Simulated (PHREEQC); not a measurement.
1.5 g of hydrous ferric oxide (600 m²/g; 0.2 weak and 0.005 strong sites per Fe, Dzombak-Morel constants, diffuse double layer) in 1 kg of water with 0.3 mol/kgw of an inert sodium salt and 0.0011 mol/kgw PbCl2, at 25 °C; the pH is set by adding NaOH or the inert anion's acid. Oxygen is held at 0.21 atm. CO2 from the air is kept out. Nothing may precipitate in this run.

Base run: PHREEQC, ion-association model, wateq4f.dat. Each further column changes one thing. The table gives surface potential ψ (mV).

```json
[
 {"pH": "3", "base": "125", "background salt from 0.3 to 0.03 mol/kgw": "178", "oxide from 1.5 to 7.5 g/kgw": "125", "0.00056 mol/kgw H3BO3 added": "125"},
 {"pH": "3.38", "base": "125", "background salt from 0.3 to 0.03 mol/kgw": "175", "oxide from 1.5 to 7.5 g/kgw": "124", "0.00056 mol/kgw H3BO3 added": "125"},
 {"pH": "4.12", "base": "122", "background salt from 0.3 to 0.03 mol/kgw": "164", "oxide from 1.5 to 7.5 g/kgw": "122", "0.00056 mol/kgw H3BO3 added": "122"},
 {"pH": "4.5", "base": "118", "background salt from 0.3 to 0.03 mol/kgw": "156", "oxide from 1.5 to 7.5 g/kgw": "118", "0.00056 mol/kgw H3BO3 added": "118"},
 {"pH": "4.88", "base": "113", "background salt from 0.3 to 0.03 mol/kgw": "147", "oxide from 1.5 to 7.5 g/kgw": "112", "0.00056 mol/kgw H3BO3 added": "113"},
 {"pH": "5.62", "base": "101", "background salt from 0.3 to 0.03 mol/kgw": "132", "oxide from 1.5 to 7.5 g/kgw": "96", "0.00056 mol/kgw H3BO3 added": "101"},
 {"pH": "6", "base": "93", "background salt from 0.3 to 0.03 mol/kgw": "123", "oxide from 1.5 to 7.5 g/kgw": "84", "0.00056 mol/kgw H3BO3 added": "93"},
 {"pH": "6.38", "base": "84", "background salt from 0.3 to 0.03 mol/kgw": "113", "oxide from 1.5 to 7.5 g/kgw": "72", "0.00056 mol/kgw H3BO3 added": "84"},
 {"pH": "7.12", "base": "65", "background salt from 0.3 to 0.03 mol/kgw": "85", "oxide from 1.5 to 7.5 g/kgw": "46", "0.00056 mol/kgw H3BO3 added": "65"},
 {"pH": "7.5", "base": "53", "background salt from 0.3 to 0.03 mol/kgw": "69", "oxide from 1.5 to 7.5 g/kgw": "31", "0.00056 mol/kgw H3BO3 added": "53"},
 {"pH": "7.88", "base": "40", "background salt from 0.3 to 0.03 mol/kgw": "51", "oxide from 1.5 to 7.5 g/kgw": "15", "0.00056 mol/kgw H3BO3 added": "40"},
 {"pH": "8.62", "base": "11", "background salt from 0.3 to 0.03 mol/kgw": "15", "oxide from 1.5 to 7.5 g/kgw": "-16", "0.00056 mol/kgw H3BO3 added": "11"},
 {"pH": "9", "base": "-4", "background salt from 0.3 to 0.03 mol/kgw": "-5", "oxide from 1.5 to 7.5 g/kgw": "-32", "0.00056 mol/kgw H3BO3 added": "-4"}
]
```

The oxide is taken as insoluble; below pH 4 it would dissolve.
